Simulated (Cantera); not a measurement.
Charge: 1 mol Al₂O₃, 7.8 mol Cl₂, 14 mol H₂, held at 1825 K and 250 Pa.

Cantera equilibrium calculation (NASA polynomials, part measured and part estimated; ideal gas, pure solids and liquids). Candidate condensed phases: Al, AlCl₃, Al₂O₃, H₂O; 29 gas species. The tables' values for AlCl₂ are old estimates; treat these amounts as uncertain. The numbers say what is thermodynamically allowed, not how fast it happens.

Base state: HCl 0.696, H₂ 0.283, Cl 0.00879, H 0.00469, H₂O 0.00437, AlCl₃ 0.00113, AlCl 0.00112, AlCl₂ 0.000662 (mole fractions); condensed: Al₂O₃(s).

What changes in the equilibrium state with this change: pressure from 250 Pa to 85.0 Pa?


```csv
species,before,after
HCl,0.696,0.687
H₂,0.283,0.282
Cl,0.00879,0.0149
H,0.00469,0.00803
AlCl,0.00112,0.00179
AlCl₃,0.00113,0.000601
AlOCl,3.28e-5,5.46e-5
AlCl₂,0.000662,0.000611
H₂O,0.00437,0.00453
"Al₂O₃(s), mol",0.968,0.966
```
